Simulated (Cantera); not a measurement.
Premixed flame

A freely propagating, adiabatic, planar premixed flame of H2 : O2 : N2 : H2O = 1 : 0.746 : 3.66 : 1.1 (molar parts), equivalence ratio 0.67, unburnt at 500 K and 1.00 bar; multicomponent+Soret transport, grid criteria slope 0.08 and curve 0.16, no radiation.

Computed with Cantera and the H2/O2 subset of GRI-Mech 3.0, which has no nitrogen chemistry. Burning velocities carry a grid error of a few per cent, more on coarse grids. Lean hydrogen flames are cellular in practice and burn faster than this planar one.

```
z (mm)  T (K)  u (m/s)      x H2    x O2  x H2O       x O   x H2O2     x HO2
------  -----  -------  --------  ------  -----  --------  -------  --------
-1.77     500    0.614     0.149   0.115  0.170     <1e-8  5.53e-8   7.64e-8
-1.18     502    0.611     0.141   0.116  0.172     <1e-8  5.55e-7   7.69e-7
-0.887    507    0.610     0.130   0.118  0.174     <1e-8  2.04e-6   2.89e-6
-0.591    533    0.628     0.108   0.120  0.181   1.71e-8  1.30e-5   2.09e-5
-0.296    716    0.819    0.0704   0.113  0.208   5.45e-6  7.23e-5  0.000242
-0.148    957     1.09    0.0476  0.0970  0.244  0.000131  5.20e-5  0.000216
0        1202     1.37    0.0257  0.0749  0.285  0.000719  1.16e-5  0.000112
0.148    1359     1.54    0.0120  0.0588  0.313   0.00117  4.70e-6   6.54e-5
0.296    1443     1.64   0.00626  0.0518  0.326   0.00110  3.13e-6   4.47e-5
0.591    1514     1.72   0.00271  0.0477  0.334  0.000642  1.66e-6   2.56e-5
1.18     1552     1.76  0.000923  0.0463  0.339  0.000220  7.45e-7   1.06e-5
2.36     1566     1.78  0.000230  0.0460  0.341   5.58e-5  2.87e-7   3.02e-6
4.73     1569     1.78   5.63e-5  0.0460  0.341   1.49e-5  1.06e-7   8.21e-7
```
x: mole fraction of selected species; z is measured from the peak of heat release.

The laminar burning velocity is 61.6 cm/s. The thermal thickness comes out as 0.591 mm and the peak x(O) is 0.00119. The peak x(H2O2) is 7.50e-5. The peak x(HO2) comes out as 0.000275 and the grid points is 100.
